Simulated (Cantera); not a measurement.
A perfectly stirred reactor is fed with CH4 : O2 : N2 : CO2 = 1 : 4.17 : 15.7 : 5.8 (molar parts), equivalence ratio 0.48, at 3750 Torr; it is adiabatic with a 500 K inlet, and is followed from long to short residence time, starting on the burning branch (τ in s: 0.17, 0.085, 0.043, 0.021, 0.011, 0.0054, 0.0027, 0.0014, 0.00068, 0.00034, 0.00017, 8.5e-05).

Detailed kinetics in Cantera: GRI-Mech 3.0 (53 species, 325 reactions).

Task: Predict: blow-out, bracketed by the residence times tried; x(CH4) at τ = 0.170 s; x(O2) at τ = 0.170 s; x(CO2) at τ = 0.170 s; x(N2O) at τ = 0.170 s; x(CH3) at τ = 0.170 s; x(CH4) at τ = 2.70 ms; x(O2) at τ = 2.70 ms; x(CO2) at τ = 2.70 ms.

Result: 
```json
{
 "blow_out_bracketed_by_the_residence_times_tried": "burning at 85.0 ms, out at 43.0 ms",
 "x(CH4) at τ = 0.170 s": "0.000300",
 "x(O2) at τ = 0.170 s": "0.0831",
 "x(CO2) at τ = 0.170 s": "0.252",
 "x(N2O) at τ = 0.170 s": "8.43e-7",
 "x(CH3) at τ = 0.170 s": "4.43e-6",
 "x(CH4) at τ = 2.70 ms": "0.0375",
 "x(O2) at τ = 2.70 ms": "0.156",
 "x(CO2) at τ = 2.70 ms": "0.217"
}
```
